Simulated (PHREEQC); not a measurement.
# Polishing slurry liquid: speciation

Dissolve 0.0046 mol/kgw H2SO4 and 7.5e-05 mol/kgw CO2 at 25 °C. Closed to the air; pH follows from the charge balance.

The numbers come from PHREEQC with the ion-association model, phreeqc.dat.

Each row changes one thing in this solution. This is a speciation only: nothing precipitates in the calculation.

```json
[
 {"case": "as made", "pH": "2.16", "ionic strength (mol/kgw)": "0.0107", "SO4-2 (mol/kgw)": "0.00307", "HSO4- (mol/kgw)": "0.00153"},
 {"case": "diluted 5-fold with water", "pH": "2.78", "ionic strength (mol/kgw)": "(withheld)", "SO4-2 (mol/kgw)": "0.000810", "HSO4- (mol/kgw)": "0.000110"},
 {"case": "temperature from 25 to 5 °C", "pH": "2.14", "ionic strength (mol/kgw)": "(withheld)", "SO4-2 (mol/kgw)": "(withheld)", "HSO4- (mol/kgw)": "(withheld)"},
 {"case": "CO2 left out", "pH": "2.16", "ionic strength (mol/kgw)": "0.0107", "SO4-2 (mol/kgw)": "0.00307", "HSO4- (mol/kgw)": "0.00153"},
 {"case": "CO2 from 7.5e-05 to 0.000375 mol/kgw", "pH": "2.16", "ionic strength (mol/kgw)": "0.0107", "SO4-2 (mol/kgw)": "0.00307", "HSO4- (mol/kgw)": "0.00153"},
 {"case": "CO2 replaced by (NH4)2CO3 at the same molality", "pH": "2.16", "ionic strength (mol/kgw)": "0.0108", "SO4-2 (mol/kgw)": "0.00309", "HSO4- (mol/kgw)": "0.00151"},
 {"case": "diluted 10-fold with water", "pH": "3.07", "ionic strength (mol/kgw)": "0.00132", "SO4-2 (mol/kgw)": "(withheld)", "HSO4- (mol/kgw)": "3.16e-5"}
]
```

Task: Fill in the missing entries.

Result: 
- diluted 5-fold with water, ionic strength (mol/kgw): 0.00254
- temperature from 25 to 5 °C, ionic strength (mol/kgw): 0.0114
- temperature from 25 to 5 °C, SO4-2 (mol/kgw): 0.00341
- temperature from 25 to 5 °C, HSO4- (mol/kgw): 0.00119
- diluted 10-fold with water, SO4-2 (mol/kgw): 0.000428

Constants without temperature data keep their 25 °C values here.
